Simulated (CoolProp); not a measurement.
Vapour-liquid equilibrium of n-hexane (1) + benzene (2) at 0.317 MPa; x and y are mole fractions of (1).

The numbers come from the multi-fluid Helmholtz-energy mixture model, Thol 2019 and Thol 2012; pair parameters Bell 2016 in CoolProp.

```csv
x,"bubble temperature, mixture model (°C)","bubble temperature, Raoult's law (°C)","y, mixture model","y, Raoult's law"
0.05,120.4,121.6,0.088,0.065
0.125,118.0,120.6,0.197,0.160
0.2,?,119.6,?,0.250
0.275,114.7,118.6,0.365,0.336
0.35,113.6,117.7,0.435,0.418
0.425,112.6,116.7,0.499,0.497
0.5,111.9,115.8,0.560,0.573
0.575,111.3,114.9,?,0.645
0.65,110.8,114.0,0.682,0.714
0.725,110.4,113.2,?,0.780
0.8,110.2,112.3,0.809,0.843
0.875,110.1,111.5,0.877,0.904
0.95,110.1,110.7,0.949,0.962
```

**Question.** Complete the blanks.

**Answer.** 
- 0.2, bubble temperature, mixture model (°C): 116.2
- 0.2, y, mixture model: 0.288
- 0.575, y, mixture model: 0.621
- 0.725, y, mixture model: 0.744

The largest gap from Raoult's law is -4.1 K in bubble temperature, at x = 0.425. y crosses x between x = 0.875 and 0.95: the model has an azeotrope there.

Pair parameters are fitted to limited data, so mixtures are less certain than the pure fluids.
